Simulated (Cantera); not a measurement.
Input: 1 mol CH₃SiCl₃, 340 mol H₂, equilibrated at 0.0230 bar.

Cantera equilibrium calculation (NASA polynomials, part measured and part estimated; ideal gas, pure solids and liquids). Candidate condensed phases: C, C₆H₆, C₇H₈, C₈H₁₈, Si, SiC; 109 gas species. The feed counts by its element totals alone. Kinetics and transport are ignored. All values below are at 1677 °C.

Base state: H₂ 0.984, HCl 0.00861, H 0.00750, Si 0.000119, C₂H₂ (acetylene) 8.36e-5, Cl 4.92e-5, SiCl₂ 2.21e-5, SiH 1.37e-5 (mole fractions); condensed: SiC(s).

### Question
What changes in the equilibrium state with this change: H₂ from 340 to 1.2 mol?

### Answer
```csv
species,before,after
HCl,0.00861,0.527
H₂,0.984,0.375
SiCl₂,2.21e-5,0.0853
SiCl₃,8.00e-9,0.00306
SiCl₄,<1e-9,0.000137
"SiC(s), mol",0.939,0.626
"C(graphite), mol",0,0.372
```
The tables' values for SiCl₃, SiCl are old estimates; treat these amounts as uncertain.
